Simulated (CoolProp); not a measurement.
Saturation properties of C2F6 (R116) (Tc = 19.9 °C, pc = 3.048 MPa, ω = 0.257).

The numbers come from the reference Helmholtz-energy equation of state, Lemmon 2006 in CoolProp. It is a short technical equation, of lower accuracy than the large ones.

```csv
T (°C),p (MPa),liquid cp (kJ/(kg K)),surface tension (mN/m),liquid viscosity (µPa s),vapour viscosity (µPa s)
-47.55,0.4075,1.035,7.01,250,10.5
-44.45,0.4587,___,6.61,237,10.6
-41.35,0.5145,1.060,6.23,226,10.8
-38.15,0.5772,1.074,5.83,214,10.9
-35.05,0.6433,1.088,5.45,___,11.1
-31.95,0.7149,1.104,5.07,193,11.3
-28.75,0.7947,1.122,4.69,183,11.4
-25.65,0.8782,1.141,4.32,173,11.6
-22.55,0.9681,1.161,3.96,164,11.8
-19.35,1.068,___,3.59,155,12.1
-16.25,1.172,1.211,3.24,146,12.3
-13.15,1.283,1.241,2.90,138,12.6
-9.95,1.405,1.277,2.56,130,12.9
-6.85,1.532,1.318,2.23,122,13.2
-3.75,___,1.369,1.91,114,13.7
```

Question: What belongs in the gaps?

Answer: 
- -44.45, liquid cp (kJ/(kg K)): 1.047
- -35.05, liquid viscosity (µPa s): 203
- -19.35, liquid cp (kJ/(kg K)): 1.185
- -3.75, p (MPa): 1.668

It boils at -78.1 °C under 1 atm.

Viscosity comes from a separate model (Huber 2003), an estimate that may be off by 10 % or more. Surface tension comes from a separate correlation (Mulero 2012).
